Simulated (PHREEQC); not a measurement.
PHREEQC input (Pitzer model, pitzer.dat):

```
SOLUTION 1
  temp 15
  units mol/kgw
  pH 7 charge
  C(4) 0.015
  K 0.202
  S(6) 0.086
END
USE solution 1
INCREMENTAL_REACTIONS false
REACTION 1
  H2O -1
  0 9.886 18.011 24.689 30.178 34.689 38.397 41.444
  43.949 46.007 47.699 49.089 50.232 51.172 51.944 52.578
  53.1 53.528 53.88 54.17 54.408 54.603 54.764 54.896
  55.005 55.094 55.168 55.228 moles
EQUILIBRIUM_PHASES 1
  Arcanite 0 0
  Kalicinite 0 0
  Misenite 0 0
  CO2(g) -3.4 10
SELECTED_OUTPUT 1
  -reset false
  -pH true
  -pe true
  -ionic_strength true
  -water true
  -activities H2O
  -totals C K S
  -molalities H+ K+ CO3-2 SO4-2 OH- HCO3- CO2 HSO4-
  -equilibrium_phases Arcanite Kalicinite Misenite
PRINT
  -reset false
END
```

Selected output (columns that matter, 10 of 28 rows; water left (kg) added in front):

```
water left (kg)	pH	mu	C	K	S	m_H+	m_K+	m_CO3-2	m_SO4-2	m_OH-	m_HCO3-	la_H2O	Arcanite
0.999824	9.3165	0.29236	0.025705	0.20204	0.086015	7.9953e-10	0.20204	0.0043052	0.086015	1.2914e-05	0.021382	-0.001954	0
0.555057	9.4672	0.52963	0.043287	0.36393	0.15494	6.394e-10	0.36393	0.010759	0.15494	1.8851e-05	0.032511	-0.0033463	0
0.308124	9.6006	0.95946	0.072578	0.65558	0.27911	5.3366e-10	0.65558	0.024775	0.27911	2.5889e-05	0.047787	-0.0057043	0
0.171049	9.7251	1.6874	0.12214	1.1479	0.48625	4.3428e-10	1.1479	0.053231	0.48625	3.357e-05	0.068893	-0.0094797	0.002828
0.0949534	9.8758	1.7658	0.20704	1.2099	0.44699	3.1636e-10	1.2099	0.10887	0.44699	4.6272e-05	0.098153	-0.010242	0.043557
0.0527065	10.017	1.9401	0.35337	1.3392	0.38503	2.4303e-10	1.3392	0.21577	0.38503	6.0804e-05	0.13759	-0.011705	0.065706
0.0292646	10.148	2.3382	0.6081	1.6225	0.29871	2.0119e-10	1.6225	0.41697	0.29871	7.4272e-05	0.19112	-0.014701	0.077258
0.0162502	10.277	3.2365	1.057	2.247	0.20043	1.8141e-10	2.247	0.78905	0.20043	8.0549e-05	0.26795	-0.021188	0.082743
0.00901477	10.427	5.1263	1.8626	3.55	0.11109	1.7029e-10	3.55	1.4652	0.11109	7.2252e-05	0.39742	-0.035836	0.084999
0.00499861	10.642	8.7979	3.3436	6.0938	0.046059	1.4827e-10	6.0938	2.658	0.046059	4.7708e-05	0.6856	-0.07076	0.08577
```

Complexes and solids missing from the database can't appear.
